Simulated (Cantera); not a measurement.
Charge: 1 mol SiH2Cl2, 0.085 mol C2H2, a varied amount of H2, held at 1852 °C and 0.0100 bar.

Method: chemical equilibrium by Gibbs-energy minimisation in Cantera with the NASA 1993 tables (ideal gas, pure condensed phases). Candidate condensed phases: C, C6H6, C7H8, C8H18, Si, SiC; 109 gas species. Gases not in the tables: Si2H6 and higher silanes. Equilibrium is a limit: real reactors are often held back by kinetics, nucleation or transport.

**Question.** At 870 mol H2, list the 5 most abundant gas species with their mole fractions, and the condensed phases.

**Answer.** H2 0.961, H 0.0356, HCl 0.00219, Si 0.00104, C2H2 (acetylene) 8.71e-5. Condensed: gas only.
